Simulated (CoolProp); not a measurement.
Vapour-liquid equilibrium of C2F6 (R116) (1) + R134a (2) at 188 kPa; x and y are mole fractions of (1).

The numbers come from the multi-fluid Helmholtz-energy mixture model, Lemmon 2006 and Tillner-Roth 1994; pair parameters Bell 2016 in CoolProp.

```
x      bubble temperature, mixture model (K)  bubble temperature, Raoult's law (K)  y, mixture model  y, Raoult's law
-----  -------------------------------------  ------------------------------------  ----------------  ---------------
0.05                                   240.6                                 254.5                 ?            0.290
0.125                                  223.8                                 245.9                 ?            0.554
0.2                                    216.6                                 239.0             0.903            0.706
0.275                                      ?                                 233.5             0.923            0.799
0.35                                   211.9                                 228.9             0.932            0.859
0.425                                  211.3                                 225.0                 ?            0.900
0.5                                        ?                                 221.7             0.937            0.928
0.575                                  210.8                                 218.8             0.939            0.949
0.65                                   210.5                                 216.2                 ?            0.964
0.725                                  210.2                                 214.0             0.944            0.975
0.8                                        ?                                 211.9             0.951            0.984
0.875                                  208.9                                 210.1             0.962            0.991
0.95                                   208.0                                 208.4             0.981            0.997
```

### Question
Fill in the missing entries.

### Answer

- 0.05, y, mixture model: 0.605
- 0.125, y, mixture model: 0.845
- 0.275, bubble temperature, mixture model (K): 213.4
- 0.425, y, mixture model: 0.935
- 0.5, bubble temperature, mixture model (K): 211.0
- 0.65, y, mixture model: 0.941
- 0.8, bubble temperature, mixture model (K): 209.6

The largest gap from Raoult's law is -22.4 K in bubble temperature, at x = 0.2. No azeotrope shows between x = 0.05 and 0.95.

Pair parameters are fitted to limited data, so mixtures are less certain than the pure fluids. With so large a gap from Raoult's law the liquid may split in two, which this calculation doesn't test in full.
